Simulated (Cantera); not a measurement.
A Cantera script and what it prints.

```python
import numpy as np
import cantera as ct

gas_names = """
    CL CL2 H HCL H2 Si SiCL SiCL2 SiCL3 SiCL4 SiH SiHCL3 SiH2 SiH2CL2 SiH3 SiH3CL SiH4 Si2 Si3
""".split()
cond_names = """
    Si(cr) Si(L)
""".split()


def load(file, names, dense=False):
    # The tables refer to 1 bar. Condensed volumes are neglected.
    table = {s.name: s for s in ct.Species.list_from_file(file)}
    out = []
    for n in names:
        d = dict(table[n].input_data)
        d["thermo"] = dict(d["thermo"], **{"reference-pressure": 1e5})
        if dense:
            d["equation-of-state"] = {"model": "constant-volume", "density": "1e6 g/cm^3"}
        out.append(ct.Species.from_dict(d))
    return out


gas = ct.Solution(thermo="ideal-gas", species=load("nasa_gas.yaml", gas_names))
cond = {s.name: ct.Solution(thermo="fixed-stoichiometry", species=[s], name=s.name)
        for s in load("nasa_condensed.yaml", cond_names, dense=True)}
atoms = {
    'Si2Cl6': {'Si': 2, 'CL': 6},
    'HCl': {'H': 1, 'CL': 1},
    'H2': {'H': 2},
}
top_T = {}  # K; cautious upper limits of use, not melting points


def equilibrate(T, P, feed):
    n = {}
    for name, mol in feed.items():
        for a, k in atoms[name].items():
            n[a] = n.get(a, 0.0) + k * mol
    gas.TPX = T, P, n
    mass = sum(n.values()) * gas.mean_molecular_weight
    gas.equilibrate("TP")
    valid = [c for c in cond.values() if c.min_temp <= T <= top_T.get(c.name, c.max_temp)]
    mix = ct.Mixture([(gas, mass / gas.mean_molecular_weight)] + [(c, 0.0) for c in valid])
    mix.T, mix.P = T, P
    mix.equilibrate("TP", solver="vcs", rtol=1e-11, max_steps=5000)
    return mix


results = []
feed = {'Si2Cl6': 1, 'HCl': 2, 'H2': 24}  # mol
P = 40000  # Pa
for T in [898, 923, 948, 973, 998, 1023, 1048, 1073, 1098, 1123, 1148]:
    mix = equilibrate(T, P, feed)
    results.append((T, P, feed, dict(zip(mix.species_names, mix.species_moles))))

top = {s: max(r[3][s] / sum(r[3][g] for g in gas_names) for r in results) for s in gas_names}
cols = sorted((s for s in top if top[s] > 0.0001), key=lambda s: -top[s])[:7]
seen = [c for c in cond_names if any(r[3].get(c, 0) > 1e-12 for r in results)]
print("log10 of partial pressures in bar; condensed amounts in mol")
print(f"{'T/K':>10s}" + "".join(f"{s[:9]:>10s}" for s in cols + seen))
for T, P, feed, n in results:
    ng = sum(n[g] for g in gas_names)
    print(f"{T:10.4g}" + "".join(f"{np.log10(max(n[s] / ng * P / 1e5, 1e-99)):10.3f}" for s in cols)
          + "".join(f"{n.get(c, 0):10.4g}" for c in seen))
```

Output:

```
log10 of partial pressures in bar; condensed amounts in mol
       T/K        H2     SiCL4       HCL    SiHCL3     SiCL3     SiCL2   SiH2CL2
       898    -0.437    -1.609    -2.291    -2.311    -4.487    -5.680    -4.036
       923    -0.438    -1.620    -2.241    -2.265    -4.272    -5.319    -3.919
       948    -0.439    -1.631    -2.193    -2.223    -4.070    -4.979    -3.810
       973    -0.440    -1.643    -2.148    -2.185    -3.880    -4.658    -3.708
       998    -0.441    -1.656    -2.105    -2.151    -3.701    -4.357    -3.613
      1023    -0.442    -1.670    -2.064    -2.121    -3.534    -4.073    -3.527
      1048    -0.443    -1.685    -2.023    -2.095    -3.378    -3.807    -3.449
      1073    -0.444    -1.702    -1.983    -2.074    -3.233    -3.560    -3.380
      1098    -0.445    -1.719    -1.942    -2.059    -3.099    -3.330    -3.321
      1123    -0.446    -1.738    -1.900    -2.050    -2.976    -3.119    -3.274
      1148    -0.448    -1.760    -1.858    -2.048    -2.865    -2.927    -3.238
```

Cantera equilibrium calculation (NASA polynomials, part measured and part estimated; ideal gas, pure solids and liquids). The feed counts by its element totals alone. The tables' values for SiCl3 are old estimates; treat these amounts as uncertain.
